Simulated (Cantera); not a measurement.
Feed: 1 mol C2F6, 0.026 mol CH4, 0.31 mol H2, equilibrated at 1325 K and 0.000860 bar.

Equilibrium computed with Cantera from the NASA thermochemical tables; the gas is ideal and each condensed phase is pure. Candidate condensed phases: C, C6H6, C7H8, C8H18; 95 gas species. The feed counts by its element totals alone. Gases not in the tables: C2F6 and larger saturated fluorocarbons. The numbers say what is thermodynamically allowed, not how fast it happens.

Task: What is the equilibrium state?

Result: 
```json
{
 "x(CF4)": "0.646",
 "x(HF)": "0.354",
 "x(CF2)": "6.04e-5",
 "x(F)": "1.23e-5",
 "x(CF3)": "1.19e-5",
 "n(C(graphite))": "0.707 mol",
 "gas_amount": "2.043 mol"
}
```
